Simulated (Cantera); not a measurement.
Hydrocarbon pyrolysis for carbon deposition

An isothermal, constant-pressure homogeneous reactor starts with C2H6 : N2 = 1 : 8.4 (molar parts), at 1200 K and 0.150 Torr.

Detailed kinetics in Cantera: GRI-Mech 3.0 (53 species, 325 reactions). GRI-Mech 3.0 stops at C3 and has no aromatics, soot or wall deposition, so with more carbon than oxygen in the feed, carbon stays in small species such as C2H2 where larger ones or solid carbon would form. Radical loss at walls, strong at low pressure, is not modelled.

| t (s) | x C2H6 | x HCN | x CH4 | x CH2 | x H2 | x C2H |
|---|---|---|---|---|---|---|
| 0.000700 | 0.106 | <1e-12 | 1.15e-9 | <1e-12 | 1.04e-11 | <1e-12 |
| 0.00283 | 0.106 | <1e-12 | 1.86e-8 | <1e-12 | 3.88e-10 | <1e-12 |
| 0.0114 | 0.106 | <1e-12 | 3.01e-7 | 8.57e-12 | 3.72e-8 | <1e-12 |
| 0.0461 | 0.106 | <1e-12 | 4.70e-6 | 3.42e-10 | 2.93e-6 | <1e-12 |
| 0.186 | 0.106 | 6.40e-12 | 6.58e-5 | 7.13e-9 | 0.000169 | <1e-12 |
| 0.752 | 0.101 | 5.02e-10 | 0.000947 | 7.84e-8 | 0.00364 | 8.91e-12 |
| 3.04 | 0.0617 | 3.35e-9 | 0.0130 | 2.82e-7 | 0.0283 | 2.79e-10 |
| 12.3 | 0.00429 | 7.32e-9 | 0.0409 | 5.94e-8 | 0.0680 | 1.28e-9 |
| 49.5 | 0.000154 | 7.51e-9 | 0.0418 | 1.91e-9 | 0.0839 | 4.06e-10 |
| 200 | 4.83e-6 | 7.45e-9 | 0.0414 | 9.49e-11 | 0.0931 | 1.16e-10 |
x: mole fraction; the columns are a selection and need not sum to one.

Equilibrium at this temperature and pressure: C2H6 1.19e-10, HCN 0.0688, CH4 0.000165, CH2 1.78e-12, H2 0.175, C2H 3.25e-10 (gas phase only).
